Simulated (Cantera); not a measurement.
What does this Cantera script print?

```python
import numpy as np
import cantera as ct

gas = ct.Solution("gri30.yaml")
gas.TPX = 1298, 1333, {'H2': 0.12, 'O2': 1, 'N2': 0.54}
reactor = ct.IdealGasConstPressureReactor(gas, energy="off", clone=False)
net = ct.ReactorNet([reactor])
net.rtol, net.atol = 1e-08, 1e-18
show = ['H2', 'O2', 'HO2', 'H', 'H2O', 'OH']
times = np.geomspace(1e-05, 2, 15)

steps = ct.SolutionArray(gas, extra=["t"])
rows = []
print(f"{'t/s':>10s}{'T/K':>9s}{'P/Pa':>11s}" + "".join(f"{s:>11s}" for s in show))
for t in times:
    while net.time < t:
        t_next = net.step()
        steps.append(gas.state, t=t_next)
    rows.append([np.interp(t, steps.t, y) for y in (steps.T, steps.P, *steps(*show).X.T)])
    print(f"{t:10.3e}{rows[-1][0]:9.1f}{rows[-1][1]:11.4g}" + "".join(f"{x:11.3e}" for x in rows[-1][2:]))
rate = np.gradient(steps.T, steps.t)
print("integrator steps:", len(steps.t))
if steps.T.max() > steps.T[0] + 200:
    print(f"time of steepest temperature rise: {steps.t[rate.argmax()]:.4e} s")
gas.TPX = 1298, 1333, {'H2': 0.12, 'O2': 1, 'N2': 0.54}
gas.equilibrate("TP")
print(f"equilibrium (TP): T = {gas.T:.1f} K  " + "  ".join(f"{s} {gas[s].X[0]:.3e}" for s in show))
```

Result:

```
       t/s      T/K       P/Pa         H2         O2        HO2          H        H2O         OH
 1.000e-05   1298.0       1333  7.229e-02  6.024e-01  2.216e-09  2.015e-09  1.880e-11  2.130e-10
 2.391e-05   1298.0       1333  7.229e-02  6.024e-01  5.301e-09  4.396e-09  2.289e-10  1.050e-09
 5.719e-05   1298.0       1333  7.229e-02  6.024e-01  1.268e-08  9.753e-09  2.523e-09  4.646e-09
 1.368e-04   1298.0       1333  7.229e-02  6.024e-01  3.033e-08  2.923e-08  2.680e-08  2.136e-08
 3.270e-04   1298.0       1333  7.229e-02  6.024e-01  7.289e-08  2.296e-07  4.292e-07  1.965e-07
 7.820e-04   1298.0       1333  7.222e-02  6.024e-01  2.345e-07  2.307e-05  5.108e-05  2.015e-05
 1.870e-03   1298.0       1333  7.326e-03  5.568e-01  2.747e-06  1.879e-02  5.158e-02  8.027e-03
 4.472e-03   1298.0       1333  2.141e-03  5.515e-01  2.598e-06  1.530e-02  5.985e-02  5.665e-03
 1.069e-02   1298.0       1333  1.927e-03  5.559e-01  2.579e-06  1.271e-02  6.184e-02  5.394e-03
 2.557e-02   1298.0       1333  1.492e-03  5.639e-01  2.494e-06  8.241e-03  6.543e-02  4.777e-03
 6.116e-02   1298.0       1333  8.284e-04  5.748e-01  2.176e-06  3.220e-03  6.998e-02  3.589e-03
 1.462e-01   1298.0       1333  2.757e-04  5.831e-01  1.436e-06  5.957e-04  7.314e-02  2.082e-03
 3.497e-01   1298.0       1333  6.129e-05  5.863e-01  6.140e-07  6.172e-05  7.435e-02  9.847e-04
 8.363e-01   1298.0       1333  1.260e-05  5.872e-01  1.909e-07  5.756e-06  7.474e-02  4.477e-04
 2.000e+00   1298.0       1333  2.943e-06  5.874e-01  5.808e-08  6.520e-07  7.488e-02  2.168e-04
integrator steps: 1368
equilibrium (TP): T = 1298.0 K  H2 7.146e-08  O2 5.873e-01  HO2 2.338e-08  H 2.497e-09  H2O 7.498e-02  OH 3.391e-05
```

Cantera simulation using GRI-Mech 3.0 (53 species, 325 reactions); the numbers are that mechanism's predictions, not measurements. Radical loss at walls, strong at low pressure, is not modelled. The temperature is held fixed by assumption; the heat of reaction is taken as removed at once.
